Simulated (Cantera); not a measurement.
Feed: 1 mol Si, 0.32 mol O2, 270 mol N2, 1 mol CO2, held at 852 °C and 0.0675 Torr.

These are equilibrium values from Cantera (NASA tables, ideal gas, pure condensed phases), not measurements of a reactor. Candidate condensed phases: C, Si, SiC, SiO2, Si2N2O, Si3N4; 34 gas species. N2 is the only nitrogen source here; it is nearly inert below about 1500 K, so the nitride shown seldom forms there in practice. Mutual solubility and eutectic melting of coexisting phases are not modelled. Rates play no part.

Base state: N2 0.996, CO 0.00369 (mole fractions); condensed: SiO2(β-quartz) + Si2N2O(s).

Question: What changes in the equilibrium state with this change: temperature from 852 °C to 1700 °C?

Answer: 
| species | before | after |
|---|---|---|
| N2 | 0.996 | 0.991 |
| SiO | 7.58e-7 | 0.00366 |
| CO | 0.00369 | 0.00318 |
| O | <1e-9 | 0.000975 |
| NO | <1e-9 | 0.000296 |
| O2 | <1e-9 | 0.000290 |
| CO2 | 3.92e-8 | 0.000488 |
| SiO2(β-quartz), mol | 0.760 | 0 |
| Si2N2O(s), mol | 0.120 | 0 |

Question: What changes in the equilibrium state with this change: 0.32 mol NH3 added?

Answer: 
```tsv
species	before	after
N2	0.996	0.995
CO	0.00369	0.00368
H2	0	0.00177
SiO2(β-quartz), mol	0.760	0.760
Si2N2O(s), mol	0.120	0.120
```
Further candidate phases: C6H6, C7H8, C8H18, H2O.

Question: What changes in the equilibrium state with this change: temperature from 852 °C to 1702 °C?

Answer: 
| species | before | after |
|---|---|---|
| N2 | 0.996 | 0.991 |
| SiO | 7.58e-7 | 0.00366 |
| CO | 0.00369 | 0.00319 |
| O | <1e-9 | 0.000987 |
| NO | <1e-9 | 0.000297 |
| O2 | <1e-9 | 0.000289 |
| CO2 | 3.92e-8 | 0.000480 |
| SiO2(β-quartz), mol | 0.760 | 0 |
| Si2N2O(s), mol | 0.120 | 0 |
